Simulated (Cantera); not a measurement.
Mixture: CO : H2 : O2 : N2 : CO2 = 1 : 0.031 : 0.368 : 1.8 : 0.29 (molar parts), equivalence ratio 1.4, at 0.326 atm, adiabatic and at constant volume. Ignition delay is the time to a rise of 400 K.

Computed with Cantera and GRI-Mech 3.0 (53 species, 325 reactions). Below about 950 K walls govern HO2 and H2O2 in real vessels. Where the delays flatten at high temperature, the 400 K rule measures the pace of heat release, not the induction time.

Task: Predict: delay at 900 K; delay at 1000 K; delay at 1100 K; delay at 1200 K; delay at 1300 K; delay at 1400 K.

Result: 
* **delay at 900 K**: 9.92 ms
* **delay at 1000 K**: 2.09 ms
* **delay at 1100 K**: 1.11 ms
* **delay at 1200 K**: 0.786 ms
* **delay at 1300 K**: 0.664 ms
* **delay at 1400 K**: 0.630 ms
